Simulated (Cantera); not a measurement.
## Reactions in the system B-F-N

Standard-state values (1 bar) from the NASA 1993 polynomials, evaluated with Cantera. Values are per mole of reaction as written; species without (g) are pure solids or liquids, kept so even where they would boil at 1 bar.

3 F2(g) + BN → BF3(g) + NF3(g)

```json
[
 {"T (K)": "900", "ΔH° (kJ)": "-1017.8", "ΔS° (J/K)": "-111.5", "ΔG° (kJ)": "-917.4", "log10 K": "53.25"},
 {"T (K)": "925", "ΔH° (kJ)": "-1017.8", "ΔS° (J/K)": "-111.5", "ΔG° (kJ)": "-914.7", "log10 K": "51.65"},
 {"T (K)": "950", "ΔH° (kJ)": "-1017.8", "ΔS° (J/K)": "-111.5", "ΔG° (kJ)": "-911.9", "log10 K": "50.14"},
 {"T (K)": "975", "ΔH° (kJ)": "-1017.7", "ΔS° (J/K)": "-111.4", "ΔG° (kJ)": "-909.1", "log10 K": "48.70"},
 {"T (K)": "1000", "ΔH° (kJ)": "-1017.7", "ΔS° (J/K)": "-111.4", "ΔG° (kJ)": "-906.3", "log10 K": "47.34"},
 {"T (K)": "1025", "ΔH° (kJ)": "-1017.7", "ΔS° (J/K)": "-111.4", "ΔG° (kJ)": "-903.5", "log10 K": "46.04"},
 {"T (K)": "1050", "ΔH° (kJ)": "-1017.7", "ΔS° (J/K)": "-111.4", "ΔG° (kJ)": "-900.7", "log10 K": "44.81"},
 {"T (K)": "1075", "ΔH° (kJ)": "-1017.7", "ΔS° (J/K)": "-111.4", "ΔG° (kJ)": "-897.9", "log10 K": "43.63"},
 {"T (K)": "1100", "ΔH° (kJ)": "-1017.7", "ΔS° (J/K)": "-111.4", "ΔG° (kJ)": "-895.2", "log10 K": "42.51"},
 {"T (K)": "1125", "ΔH° (kJ)": "-1017.7", "ΔS° (J/K)": "-111.4", "ΔG° (kJ)": "-892.4", "log10 K": "41.43"},
 {"T (K)": "1150", "ΔH° (kJ)": "-1017.7", "ΔS° (J/K)": "-111.4", "ΔG° (kJ)": "-889.6", "log10 K": "40.41"}
]
```
